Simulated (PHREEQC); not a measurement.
Dissolve 51 mmol/kgw CuCl2 and 130 mmol/kgw Na2SO4 at 20 °C. It is in equilibrium with CO2 at log p = -1 (atm). Otherwise closed; pH follows from the charge balance.

Equilibrium calculation in PHREEQC: ion-association model, wateq4f.dat.

```json
{
 "pH": "4.28",
 "ionic_strength": "0.401 mol/kgw",
 "activity_of_water": "0.992"
}
```

| species | molality | activity | log γ |
|---|---|---|---|
| Na+ | 0.238 | 0.170 | -0.145 |
| Cl- | 0.101 | 0.0665 | -0.179 |
| SO4-2 | 0.0839 | 0.0190 | -0.645 |
| Cu+2 | 0.0257 | 0.00692 | -0.570 |
| CuSO4 | 0.0237 | 0.0259 | 0.040 |
| NaSO4- | 0.0223 | 0.0157 | -0.151 |

Precipitation was switched off in this run. The solution is supersaturated, for example in Antlerite, so a real one may precipitate; this is no full list.
